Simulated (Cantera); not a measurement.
A perfectly stirred reactor is fed with 6.15 % CH₄, 92.3 % N₂, 1.54 % H₂O, at 1.01 bar; it is held at 1800 K, and followed from long to short residence time.

Cantera simulation using GRI-Mech 3.0 (53 species, 325 reactions); the numbers are that mechanism's predictions, not measurements. GRI-Mech 3.0 stops at C3 and has no aromatics, soot or wall deposition, so with more carbon than oxygen in the feed, carbon stays in small species such as C2H2 where larger ones or solid carbon would form.

Predict: x(CH₄) at τ = 1.30 s; x(H₂) at τ = 1.30 s; x(C₂H) at τ = 1.30 s; x(CH₃) at τ = 1.30 s; x(H) at τ = 1.30 s; x(CH₄) at τ = 20.0 ms; x(H₂) at τ = 20.0 ms; x(C₂H) at τ = 20.0 ms; x(CH₃) at τ = 20.0 ms; x(H) at τ = 20.0 ms.


```json
{
  "x(CH₄) at τ = 1.30 s": "0.00272",
  "x(H₂) at τ = 1.30 s": "0.0982",
  "x(C₂H) at τ = 1.30 s": "2.15e-7",
  "x(CH₃) at τ = 1.30 s": "6.13e-5",
  "x(H) at τ = 1.30 s": "0.000110",
  "x(CH₄) at τ = 20.0 ms": "0.0177",
  "x(H₂) at τ = 20.0 ms": "0.0624",
  "x(C₂H) at τ = 20.0 ms": "2.01e-7",
  "x(CH₃) at τ = 20.0 ms": "0.000401",
  "x(H) at τ = 20.0 ms": "7.28e-5"
}
```
